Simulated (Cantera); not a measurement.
Input: 1 mol Si, 1.4 mol Cl2, 9.3 mol H2, held at 775 K and 2.20 bar.

Cantera equilibrium calculation (NASA polynomials, part measured and part estimated; ideal gas, pure solids and liquids). Candidate condensed phases: Si; 19 gas species. The tables' values for SiCl3 are old estimates; treat these amounts as uncertain. Kinetics and transport are ignored.

Base state: H2 0.918, SiCl4 0.0408, SiHCl3 0.0379, SiH2Cl2 0.00272, HCl 0.000639, SiH3Cl 4.43e-5, SiCl3 1.10e-5 (mole fractions); condensed: Si(s).

Problem. What changes in the equilibrium state with this change: 0.18 mol HF added?

Solution. 
```csv
species,before,after
H2,0.918,0.914
SiCl4,0.0408,0.0402
SiHCl3,0.0379,0.0375
SiF4,0,0.00337
SiHF3,0,0.00129
SiH2F2,0,0.000298
SiH3F,0,1.35e-5
SiH2Cl2,0.00272,0.00269
SiCl3,1.10e-5,1.09e-5
"Si(s), mol",0.194,0.144
```

Problem. What changes in the equilibrium state with this change: 0.93 mol O2 added?

Solution. 
| species | before | after |
|---|---|---|
| H2 | 0.918 | 0.756 |
| HCl | 0.000639 | 0.237 |
| SiCl4 | 0.0408 | 0.00657 |
| SiHCl3 | 0.0379 | 1.36e-5 |
| SiH2Cl2 | 0.00272 | 2.16e-9 |
| SiH3Cl | 4.43e-5 | <1e-9 |
| SiCl3 | 1.10e-5 | 4.33e-9 |
| Si(s), mol | 0.194 | 0 |
| SiO2(α-quartz), mol | 0 | 0.930 |
Further candidate phases: H2O, SiO2.

Problem. What changes in the equilibrium state with this change: Cl2 from 1.4 to 2 mol?

Solution. 
```
species       before    after
----------  --------  -------
H2             0.918    0.896
SiCl4         0.0408   0.0899
HCl         0.000639  0.00726
SiHCl3        0.0379  0.00717
SiH3Cl       4.43e-5  6.16e-8
SiH2Cl2      0.00272  4.41e-5
SiCl3        1.10e-5  2.10e-6
Si(s), mol     0.194        0
```
